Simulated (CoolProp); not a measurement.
Vapour-liquid equilibrium of toluene (1) + m-xylene (2) at 312 K; x and y are mole fractions of (1).

Computed with CoolProp (multi-fluid Helmholtz-energy mixture model, Lemmon 2006 and Zhou 2012; pair parameters Bell 2016).

```tsv
x	bubble pressure, mixture model (MPa)	bubble pressure, Raoult's law (MPa)	y, mixture model	y, Raoult's law
0.05	0.002669	0.002642	0.150	0.142
0.125	[?]	0.003025	0.327	0.309
0.2	0.003540	0.003407	0.461	0.439
0.275	0.003974	0.003789	0.564	0.543
0.35	0.004396	0.004171	0.646	0.628
0.425	0.004804	0.004554	0.712	0.699
0.5	0.005195	0.004936	0.766	0.758
0.575	[?]	0.005318	0.811	0.809
0.65	[?]	0.005700	0.851	0.853
0.725	0.006271	0.006083	[?]	0.892
0.8	0.006606	0.006465	0.919	0.926
0.875	0.006935	0.006847	0.949	0.956
0.95	[?]	0.007229	0.980	0.983
```

Problem. Some entries are withheld; supply them.

Solution. 
- 0.125, bubble pressure, mixture model (MPa): 0.003102
- 0.575, bubble pressure, mixture model (MPa): 0.005569
- 0.65, bubble pressure, mixture model (MPa): 0.005927
- 0.725, y, mixture model: 0.886
- 0.95, bubble pressure, mixture model (MPa): 0.007264

The largest gap from Raoult's law is +5.5 % in bubble pressure, at x = 0.425. No azeotrope shows between x = 0.05 and 0.95.

The pair parameters rest on a limited set of measurements; away from them the model extrapolates.
